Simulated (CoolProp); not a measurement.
A simple Rankine cycle with c-C4F8 (RC318): condensing at 288.15 K, boiler at 1.63 MPa, turbine inlet 499 K, turbine efficiency 0.75, pump efficiency 0.8, no recuperator. Each further row changes one setting.

The numbers come from the reference Helmholtz-energy equation of state, Platzer 1990 in CoolProp. This equation is an older, rougher fit; its heat capacities, sound speeds and derivatives of the liquid may be far off and weren't checked against measurements.

```tsv
case	thermal efficiency (%)	net work (kJ/kg)	heat in (kJ/kg)	turbine exit temperature (K)	volume ratio over the turbine
as stated	[?]	27.2	296	465.5	7.25
condensing temperature 280.15 K	10.2	31.2	305	[?]	9.60
boiler pressure 1.14 MPa	[?]	22.9	[?]	[?]	5.02
turbine efficiency 0.65	[?]	23.4	296	[?]	7.31
```

**Question.** Fill in the missing entries.

**Answer.** 
- as stated, thermal efficiency (%): 9.2
- condensing temperature 280.15 K, turbine exit temperature (K): 461.3
- boiler pressure 1.14 MPa, thermal efficiency (%): 7.7
- boiler pressure 1.14 MPa, heat in (kJ/kg): 299
- boiler pressure 1.14 MPa, turbine exit temperature (K): 472.2
- turbine efficiency 0.65, thermal efficiency (%): 7.9
- turbine efficiency 0.65, turbine exit temperature (K): 469.2
